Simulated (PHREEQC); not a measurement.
# Buffer (model solution)

Make-up at 25 °C: 24 mmol/kgw NaH2PO4 and 4.5 mmol/kgw Na2HPO4. Closed to the air; pH follows from the charge balance.

The numbers come from PHREEQC with the ion-association model, phreeqc.dat.

Precipitation was switched off in this run.

Problem. Predict the pH, specific conductance, ionic strength.

Solution. pH 6.24; specific conductance 2480 µS/cm; ionic strength 0.0372 mol/kgw.

Problem. In which forms is P present?

Solution. H2PO4- 84 %, HPO4-2 15 % of the P.

Species that the database lacks are ignored.
